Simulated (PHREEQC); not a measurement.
Make-up at 83 °C: 0.0042 mol Pb(NO3)2, 0.56 mol NiCl2 and 0.00032 mol HCl per kg of water. Closed to the air; pH follows from the charge balance.

All values are PHREEQC results (ion-association model, wateq4f.dat), not measurements.

Precipitation was switched off in this run.

Question: Order these Pb species by the share of Pb that they hold, largest first: PbCl4-2, PbCl3-, Pb+2, PbCl+, PbCl2.

Answer: PbCl+ (72 %), PbCl2 (11 %), PbCl3- (8.2 %), PbCl4-2 (5.1 %), Pb+2 (2.9 %)

Question: Order these Ni species by the share of Ni that they hold, largest first: NiCl2, Ni+2, NiCl+.

Answer: Ni+2 (53 %), NiCl+ (25 %), NiCl2 (22 %)

The pH is 3.63 and the ionic strength 1.03 mol/kgw. The ionic strength is past about 0.7 mol/kgw, beyond the range of this activity model, so the values are rough. Constants without temperature data keep their 25 °C values here.
